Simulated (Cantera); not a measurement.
A closed system holds: 1 mol Pb, 0.36 mol H2S, 1.9 mol H2, held at 2.90 bar.

Method: chemical equilibrium by Gibbs-energy minimisation in Cantera with the NASA 1993 tables (ideal gas, pure condensed phases). Candidate condensed phases: Pb, PbS, S; 10 gas species. Mutual solubility and eutectic melting of coexisting phases are not modelled. Rates play no part.

Question: At 1275 K, list the 6 most abundant gas species with their mole fractions, and the condensed phases.

Answer: H2 0.891, H2S 0.0998, PbS 0.00830, Pb 0.000650, SH 2.69e-5, S2 2.52e-5. Condensed: Pb(l) + PbS(s).
